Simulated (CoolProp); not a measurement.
Properties of sulfur dioxide along the isotherm -17.65 °C.

Computed with CoolProp (reference Helmholtz-energy equation of state, Gao 2016).

```csv
p (MPa),phase,density (kg/m³),cv (kJ/(kg K)),speed of sound (m/s),Joule-Thomson coefficient (K/MPa),expansivity (1/kK)
0.0623,gas,1.915,0.4847,203.6,64.71,4.219
0.142,liquid,1482,0.8262,1059,-0.2749,1.748
0.323,liquid,1482,0.8262,1060,-0.2752,1.746
0.735,liquid,1482,0.8262,1062,-0.2757,1.742
1.67,liquid,1484,0.8262,1066,-0.2769,1.732
3.81,liquid,1487,0.8261,1075,-0.2796,1.711
8.66,liquid,1494,0.8261,1095,-0.2853,1.666
19.7,liquid,1508,0.8266,1136,-0.2963,1.579
```
